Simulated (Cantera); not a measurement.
**Equilibrium for sublimation and decomposition of ceramics: BN + H2**

Input: 1 mol BN, 0.037 mol H2, at 10.0 mbar.

Cantera equilibrium calculation (NASA polynomials, part measured and part estimated; ideal gas, pure solids and liquids). Candidate condensed phases: B, BN; 15 gas species. The tables' values for BH2 are old estimates; treat these amounts as uncertain. Rates play no part.

| T (K) | log p N2 | log p H | log p B | log p H2 | n B(l) |
|---|---|---|---|---|---|
| 2400 | -2.04 | -3.45 | -4.50 | -3.30 | 0.998 |
| 2450 | -2.04 | -3.37 | -4.27 | -3.34 | 0.997 |
| 2500 | -2.05 | -3.29 | -4.06 | -3.39 | 0.995 |
| 2550 | -2.05 | -3.23 | -3.86 | -3.44 | 0.992 |
| 2600 | -2.06 | -3.17 | -3.66 | -3.51 | 0.987 |
| 2650 | -2.06 | -3.12 | -3.47 | -3.59 | 0.980 |
| 2700 | -2.07 | -3.08 | -3.29 | -3.68 | 0.969 |
| 2750 | -2.09 | -3.06 | -3.12 | -3.78 | 0.952 |
log p: log10 of the partial pressure in bar; n: condensed amount in mol.

From 2400 K to 2750 K the condensed part is B(l). The main B-bearing gas is B throughout. The share of B in condensed phases is highest at 2400 K (99.8 %) and lowest at 2750 K (95.2 %).
